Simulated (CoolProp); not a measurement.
Vapour-liquid equilibrium of ethanol (1) + n-octane (2) at 4.71 bar; x and y are mole fractions of (1).

Values from CoolProp's multi-fluid Helmholtz-energy mixture model, Schroeder 2014 and Beckmüller 2019; pair parameters Bell 2016.

| x | bubble temperature (K) | y at the bubble point | dew temperature at overall composition x (K) | liquid density (mol/L) |
|---|---|---|---|---|
| 0.05 | 439.0 | 0.405 | 462.0 | 5.135 |
| 0.2 | 411.1 | 0.711 | 453.0 | 5.952 |
| 0.35 | 404.2 | 0.772 | 443.0 | 6.749 |
| 0.5 | 401.5 | 0.801 | 431.5 | 7.750 |
| 0.65 | 399.6 | 0.830 | 417.6 | 9.102 |
| 0.8 | 397.9 | 0.874 | 401.6 | 11.00 |
| 0.95 | 396.6 | 0.958 | 396.7 | 13.73 |

No azeotrope shows between x = 0.05 and 0.95.

The pair parameters rest on a limited set of measurements; away from them the model extrapolates. With so large a gap from Raoult's law the liquid may split in two, which this calculation doesn't test in full.
